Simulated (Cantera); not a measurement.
Charge: 1 mol CaO, a varied amount of F₂, 4.1 mol O₂, at 1723.15 K and 1.33 mbar.

These are equilibrium values from Cantera (NASA tables, ideal gas, pure condensed phases), not measurements of a reactor. Candidate condensed phases: Ca, CaF₂, CaO; 13 gas species. Mutual solubility and eutectic melting of coexisting phases are not modelled. The numbers say what is thermodynamically allowed, not how fast it happens.

Problem. What share of the Ca ends up in condensed phases as a function of n(F₂) (mol), at 0.69, 2.6, 4.5, 6.4, 8.3, 10, 12?

Solution. 
```
n(F₂) (mol)  Ca condensed (%)                as
-----------  ----------------  ----------------
0.69                     55.4  CaF₂(l) + CaO(s)
2.6                      21.8           CaF₂(l)
4.5                       0.0                 -
6.4                       0.0                 -
8.3                       0.0                 -
10                        0.0                 -
12                        0.0                 -
```
